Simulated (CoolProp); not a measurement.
Oxygen at 498.51 K and 0.279 MPa is throttled through a valve to 0.0758 MPa with no heat exchange. Each further row changes one setting.

Model: reference Helmholtz-energy equation of state, Schmidt 1985, in CoolProp.

| case | temperature change (K) | final density (kg/m³) |
|---|---|---|
| as stated | -0.2 | … |
| outlet pressure 0.0227 MPa | -0.2 | 0.175 |
| outlet pressure 0.0985 MPa | … | … |

Q: What belongs in the gaps?

A: 
- as stated, final density (kg/m³): 0.585
- outlet pressure 0.0985 MPa, temperature change (K): -0.1
- outlet pressure 0.0985 MPa, final density (kg/m³): 0.761

Above 300 K oxygen's equation is extrapolated.
